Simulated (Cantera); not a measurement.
Input: 1 mol CuO, 2 mol CO, 4.1 mol H₂, held at 1550 K and 133 Pa.

Equilibrium computed with Cantera from the NASA thermochemical tables; the gas is ideal and each condensed phase is pure. Candidate condensed phases: C, C₆H₆, C₇H₈, C₈H₁₈, Cu, CuO, Cu(OH)₂, Cu₂O, H₂O; 113 gas species. Equilibrium is a limit: real reactors are often held back by kinetics, nucleation or transport.

Base state: H₂ 0.528, CO 0.296, H₂O 0.135, CO₂ 0.0270, Cu 0.0139, H 0.000627 (mole fractions); condensed: Cu(l).

Q: What changes in the equilibrium state with this change: H₂ from 4.1 to 2.1 mol?

A: 
| species | before | after |
|---|---|---|
| CO | 0.296 | 0.408 |
| H₂ | 0.528 | 0.337 |
| H₂O | 0.135 | 0.168 |
| CO₂ | 0.0270 | 0.0727 |
| Cu | 0.0139 | 0.0139 |
| H | 0.000627 | 0.000501 |
| Cu(l), mol | 0.914 | 0.942 |
